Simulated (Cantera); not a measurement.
A diamond (100) surface in a fixed gas of H2 with x(CH4) = 0.0042, x(H) = 0.00024, at 1323 K, 0.170 bar; coverages are run to steady state.

Computed with Cantera and the Harris–Goodwin 1993 mechanism for the reconstructed diamond (100) surface.

One state of this run: growth (µm/h) = 0.0118; θ c6HH = 0.546; θ c6H* = 0.0393; θ c6*H = 0.404; θ c6** = 0.0108; θ c6HM = 6.25e-6. θ: site fractions in the mechanism's names (c6HH fully hydrogenated, c6H* and c6*H radical sites, c6** diradical, c6HM methylated).

Which value of x(CH3) does it belong to?
A) 2.2e-06
B) 4.8e-06
C) 0.00011
D) 5.2e-05

A, 2.2e-06
